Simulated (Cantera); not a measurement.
Cantera run, input and output.

```python
import numpy as np
import cantera as ct

gas = ct.Solution("h2o2.yaml")
gas.TPX = 948, 150, {'H2': 0.05, 'O2': 1}
reactor = ct.IdealGasConstPressureReactor(gas, energy="off", clone=False)
net = ct.ReactorNet([reactor])
net.rtol, net.atol = 1e-08, 1e-18
show = ['H2', 'O2', 'HO2', 'H2O', 'H', 'O']
times = np.geomspace(1e-05, 2, 13)

steps = ct.SolutionArray(gas, extra=["t"])
rows = []
print(f"{'t/s':>10s}{'T/K':>9s}{'P/Pa':>11s}" + "".join(f"{s:>11s}" for s in show))
for t in times:
    while net.time < t:
        t_next = net.step()
        steps.append(gas.state, t=t_next)
    rows.append([np.interp(t, steps.t, y) for y in (steps.T, steps.P, *steps(*show).X.T)])
    print(f"{t:10.3e}{rows[-1][0]:9.1f}{rows[-1][1]:11.4g}" + "".join(f"{x:11.3e}" for x in rows[-1][2:]))
rate = np.gradient(steps.T, steps.t)
print("integrator steps:", len(steps.t))
if steps.T.max() > steps.T[0] + 200:
    print(f"time of steepest temperature rise: {steps.t[rate.argmax()]:.4e} s")
gas.TPX = 948, 150, {'H2': 0.05, 'O2': 1}
gas.equilibrate("TP")
print(f"equilibrium (TP): T = {gas.T:.1f} K  " + "  ".join(f"{s} {gas[s].X[0]:.3e}" for s in show))
```

Output:

```
       t/s      T/K       P/Pa         H2         O2        HO2        H2O          H          O
 1.000e-05    948.0        150  4.762e-02  9.524e-01  1.103e-13  1.604e-18  1.100e-13  3.463e-16
 2.765e-05    948.0        150  4.762e-02  9.524e-01  3.050e-13  2.347e-17  3.027e-13  2.394e-15
 7.647e-05    948.0        150  4.762e-02  9.524e-01  8.436e-13  4.740e-16  8.257e-13  1.826e-14
 2.115e-04    948.0        150  4.762e-02  9.524e-01  2.333e-12  9.202e-15  2.207e-12  1.346e-13
 5.848e-04    948.0        150  4.762e-02  9.524e-01  6.453e-12  1.728e-13  5.663e-12  9.577e-13
 1.617e-03    948.0        150  4.762e-02  9.524e-01  1.786e-11  2.790e-12  1.423e-11  6.377e-12
 4.472e-03    948.0        150  4.762e-02  9.524e-01  4.947e-11  3.882e-11  4.462e-11  4.339e-11
 1.237e-02    948.0        150  4.762e-02  9.524e-01  1.385e-10  7.943e-10  3.856e-10  5.430e-10
 3.420e-02    948.0        150  4.762e-02  9.524e-01  9.316e-10  2.260e-07  9.127e-08  1.346e-07
 9.457e-02    948.0        150  1.404e-02  9.327e-01  9.490e-07  2.574e-02  1.330e-02  1.185e-02
 2.615e-01    948.0        150  6.955e-04  9.250e-01  8.929e-07  4.154e-02  1.013e-02  2.151e-02
 7.232e-01    948.0        150  4.520e-04  9.349e-01  8.438e-07  4.474e-02  5.187e-03  1.385e-02
 2.000e+00    948.0        150  1.670e-04  9.455e-01  6.720e-07  4.761e-02  1.119e-03  5.022e-03
integrator steps: 935
equilibrium (TP): T = 948.0 K  H2 2.217e-11  O2 9.512e-01  HO2 1.653e-10  H2O 4.878e-02  H 6.416e-14  O 7.530e-10
```

Cantera simulation using the H2/O2 subset of GRI-Mech 3.0, which has no nitrogen chemistry; the numbers are that mechanism's predictions, not measurements. Radical loss at walls, strong at low pressure, is not modelled. Below about 950 K walls govern HO2 and H2O2 in real vessels. The temperature is held fixed by assumption; the heat of reaction is taken as removed at once.
